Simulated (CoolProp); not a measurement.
Vapour-liquid equilibrium of R22 (1) + methanol (2) at 2.05 bar; x and y are mole fractions of (1).

Model: multi-fluid Helmholtz-energy mixture model, Kamei 1995 and de Reuck 1993; pair parameters Bell 2016, in CoolProp.

```tsv
x	bubble temperature (K)	y at the bubble point	dew temperature at overall composition x (K)	liquid density (mol/L)
0.05	324.2	0.720	355.2	…
0.2	282.4	0.969	350.3	22.62
0.35	268.6	0.988	344.8	21.38
0.5	261.5	…	338.1	20.05
0.65	256.9	0.996	…	18.73
0.8	…	…	316.8	17.43
0.95	249.9	…	290.2	16.16
```

### Question
Fill in the missing entries.

### Answer

- 0.05, liquid density (mol/L): 23.14
- 0.5, y at the bubble point: 0.994
- 0.65, dew temperature at overall composition x (K): 329.4
- 0.8, bubble temperature (K): 253.4
- 0.8, y at the bubble point: 0.998
- 0.95, y at the bubble point: 0.999

No azeotrope shows between x = 0.05 and 0.95.

Pair parameters are fitted to limited data, so mixtures are less certain than the pure fluids.
